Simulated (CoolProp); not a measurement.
The fluid at 491.26 K and 0.119 MPa flows at 0.21 m/s in a round tube of 1 mm bore and 0.25 µm roughness, fully developed (64/Re and Nu = 3.66 if laminar; Colebrook and Gnielinski if turbulent). The same conditions are run with several fluids, on thermodynamics alone (safety and materials aside).

The numbers come from the reference Helmholtz-energy equation of state of each fluid (CF4 (R14): Platzer 1990; n-hexane: Thol 2019; R407C: Lemmon 2003; R507A: Lemmon 2003; carbon dioxide: Span 1996) in CoolProp. The equations of Platzer and Polt are older, rougher fits. Blends and air are pseudo-pure fits.

```
fluid           Reynolds number  Darcy friction factor  pressure drop (Pa/m)  heat-transfer coefficient (W/(m² K))  mass flow (kg/h)
--------------  ---------------  ---------------------  --------------------  ------------------------------------  ----------------
CF4 (R14)                  20.8                   3.07                   174                                   115           0.00152
n-hexane                   52.1                   1.23                  69.0                                   126           0.00151
R407C                      26.1                   2.45                   136                                   102           0.00150
R507A                      31.1                   2.06                   131                                   101           0.00172
carbon dioxide             11.4                   5.60                   158                                   118          0.000762
```

Transport values come from each fluid's own correlations; those of CF4 (R14) are estimates that may be off by 10 % or more.
